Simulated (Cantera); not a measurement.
Cantera run:

```python
import numpy as np
import cantera as ct

gas_names = """
    AL ALH ALN ALO ALOH ALO2 ALO2H AL2 AL2O AL2O2 H HALO HNO HNO2 HNO3 HO2 H2 H2O H2O2 N NH NH2 NH3
    NH2OH NO NO2 NO3 N2 N2H2 N2H4 N2O O OH O2 O3
""".split()
cond_names = """
    AL(cr) AL(L) ALN(s) AL2O3(a) AL2O3(L) H2O(s) H2O(L)
""".split()


# ... load() reads the species with a 1 bar reference pressure and builds the phases ...
atoms = {
    'Al': {'AL': 1},
    'H2O': {'H': 2, 'O': 1},
    'N2': {'N': 2},
}
top_T = {'ALN(s)': 2750}  # K; cautious upper limits of use, not melting points


# ... equilibrate(T, P, feed) seeds the gas with the atoms and calls Mixture.equilibrate('TP', solver="vcs", rtol=1e-11, max_steps=5000) ...
results = []
T = 1200  # K
P = 500  # Pa
for m in [0.24, 0.36, 0.54, 0.81, 1.2, 1.8, 2.7, 4.1]:
    feed = {'Al': 1, 'H2O': m, 'N2': 79}  # mol
    mix = equilibrate(T, P, feed)
    results.append((T, P, feed, dict(zip(mix.species_names, mix.species_moles))))

top = {s: max(r[3][s] / sum(r[3][g] for g in gas_names) for r in results) for s in gas_names}
cols = sorted((s for s in top if top[s] > 1e-05), key=lambda s: -top[s])[:5]
seen = [c for c in cond_names if any(r[3].get(c, 0) > 1e-12 for r in results)]
print("log10 of partial pressures in bar; condensed amounts in mol")
print(f"{'n(H2O)':>10s}" + "".join(f"{s[:9]:>10s}" for s in cols + seen))
for T, P, feed, n in results:
    ng = sum(n[g] for g in gas_names)
    print(f"{feed['H2O']:10.4g}" + "".join(f"{np.log10(max(n[s] / ng * P / 1e5, 1e-99)):10.3f}" for s in cols)
          + "".join(f"{n.get(c, 0):10.4g}" for c in seen))
```

It prints:

```
log10 of partial pressures in bar; condensed amounts in mol
    n(H2O)        N2       H2O        H2    ALN(s)  AL2O3(a)
      0.24    -2.302   -11.015    -4.817      0.84      0.08
      0.36    -2.303   -10.840    -4.642      0.76      0.12
      0.54    -2.304   -10.665    -4.467      0.64      0.18
      0.81    -2.305   -10.492    -4.293      0.46      0.27
       1.2    -2.308   -10.324    -4.125       0.2       0.4
       1.8    -2.311    -4.731    -4.032         0       0.5
       2.7    -2.316    -4.134    -4.037         0       0.5
       4.1    -2.323    -3.806    -4.045         0       0.5
```

These are equilibrium values from Cantera (NASA tables, ideal gas, pure condensed phases), not measurements of a reactor. Mutual solubility and eutectic melting of coexisting phases are not modelled.
